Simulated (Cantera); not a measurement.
Charge: 1 mol Si, 9.2 mol F2, equilibrated at 1700 K and 0.320 bar.

Cantera equilibrium calculation (NASA polynomials, part measured and part estimated; ideal gas, pure solids and liquids). Candidate condensed phases: Si; 9 gas species. The numbers say what is thermodynamically allowed, not how fast it happens.

Q: What is the equilibrium state?

A: 
- x(F): 0.927
- x(SiF4): 0.0654
- x(F2): 0.00763
- gas amount: 15.28 mol
- log10 activity of Si(l) (absent): -38.56
